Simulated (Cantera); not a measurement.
An adiabatic, constant-volume homogeneous reactor starts with CH4 : O2 : N2 = 1 : 1.33 : 8 (molar parts), at 1525 K and 900 Torr. Integrator tolerance rtol = 1e-08.

Detailed kinetics in Cantera: GRI-Mech 3.0 (53 species, 325 reactions).

Task: What does this change do: initial temperature 1525 to 1575 K?

Result: 
```tsv
quantity	before	after
time of steepest temperature rise	1.32 ms	0.801 ms
temperature at 0.500 s	2731 K	2757 K
equilibrium temperature	2731 K	2757 K
x(CH4) at 0.500 s	<1e-12 (gas-phase equilibrium <1e-12)	<1e-12 (gas-phase equilibrium <1e-12)
x(O2) at 0.500 s	0.000577 (gas-phase equilibrium 0.000577)	0.000711 (gas-phase equilibrium 0.000711)
x(CO2) at 0.500 s	0.0220 (gas-phase equilibrium 0.0220)	0.0216 (gas-phase equilibrium 0.0216)
x(HCO) at 0.500 s	1.60e-7 (gas-phase equilibrium 1.60e-7)	1.70e-7 (gas-phase equilibrium 1.70e-7)
x(C2H6) at 0.500 s	<1e-12 (gas-phase equilibrium <1e-12)	<1e-12 (gas-phase equilibrium <1e-12)
x(N2O) at 0.500 s	1.36e-7 (gas-phase equilibrium 1.36e-7)	1.55e-7 (gas-phase equilibrium 1.55e-7)
x(H) at 0.500 s	0.00981 (gas-phase equilibrium 0.00981)	0.0109 (gas-phase equilibrium 0.0109)
```

Task: What does this change do: pressure from 900 Torr to 7500 Torr?

Result: 
```json
[
 {"quantity": "time of steepest temperature rise", "before": "1.32 ms", "after": "0.258 ms"},
 {"quantity": "temperature at 0.500 s", "before": "2731 K", "after": "2814 K"},
 {"quantity": "equilibrium temperature", "before": "2731 K", "after": "2814 K"},
 {"quantity": "x(CH4) at 0.500 s", "before": "<1e-12 (gas-phase equilibrium <1e-12)", "after": "3.43e-11 (gas-phase equilibrium 3.88e-11)"},
 {"quantity": "x(O2) at 0.500 s", "before": "0.000577 (gas-phase equilibrium 0.000577)", "after": "0.000144 (gas-phase equilibrium 0.000144)"},
 {"quantity": "x(CO2) at 0.500 s", "before": "0.0220 (gas-phase equilibrium 0.0220)", "after": "0.0224 (gas-phase equilibrium 0.0224)"},
 {"quantity": "x(HCO) at 0.500 s", "before": "1.60e-7 (gas-phase equilibrium 1.60e-7)", "after": "5.70e-7 (gas-phase equilibrium 5.70e-7)"},
 {"quantity": "x(C2H6) at 0.500 s", "before": "<1e-12 (gas-phase equilibrium <1e-12)", "after": "<1e-12 (gas-phase equilibrium <1e-12)"},
 {"quantity": "x(N2O) at 0.500 s", "before": "1.36e-7 (gas-phase equilibrium 1.36e-7)", "after": "2.25e-7 (gas-phase equilibrium 2.25e-7)"},
 {"quantity": "x(H) at 0.500 s", "before": "0.00981 (gas-phase equilibrium 0.00981)", "after": "0.00452 (gas-phase equilibrium 0.00452)"}
]
```

Task: What does this change do: initial temperature 1525 to 1125 K?

Result: 
```csv
quantity,before,after
time of steepest temperature rise,1.32 ms,0.220 s
temperature at 0.500 s,2731 K,2476 K
equilibrium temperature,2731 K,2476 K
x(CH4) at 0.500 s,<1e-12 (gas-phase equilibrium <1e-12),2.45e-12 (gas-phase equilibrium 2.78e-12)
x(O2) at 0.500 s,0.000577 (gas-phase equilibrium 0.000577),5.15e-5 (gas-phase equilibrium 5.15e-5)
x(CO2) at 0.500 s,0.0220 (gas-phase equilibrium 0.0220),0.0244 (gas-phase equilibrium 0.0244)
x(HCO) at 0.500 s,1.60e-7 (gas-phase equilibrium 1.60e-7),8.74e-8 (gas-phase equilibrium 8.74e-8)
x(C2H6) at 0.500 s,<1e-12 (gas-phase equilibrium <1e-12),<1e-12 (gas-phase equilibrium <1e-12)
x(N2O) at 0.500 s,1.36e-7 (gas-phase equilibrium 1.36e-7),2.97e-8 (gas-phase equilibrium 2.97e-8)
x(H) at 0.500 s,0.00981 (gas-phase equilibrium 0.00981),0.00318 (gas-phase equilibrium 0.00318)
```
